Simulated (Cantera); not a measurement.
A closed system holds: 1 mol CuO, 30 mol HF, 96 mol N2, at 10.0 mbar.

These are equilibrium values from Cantera (NASA tables, ideal gas, pure condensed phases), not measurements of a reactor. Candidate condensed phases: Cu, CuF2, CuO, Cu(OH)2, Cu2O, H2O; 45 gas species. The numbers say what is thermodynamically allowed, not how fast it happens.

At 1302 °C, list the 5 most abundant gas species with their mole fractions, and the condensed phases.

N2 0.757, HF 0.229, CuF 0.00732, H2O 0.00365, O2 0.00202. Condensed: gas only.
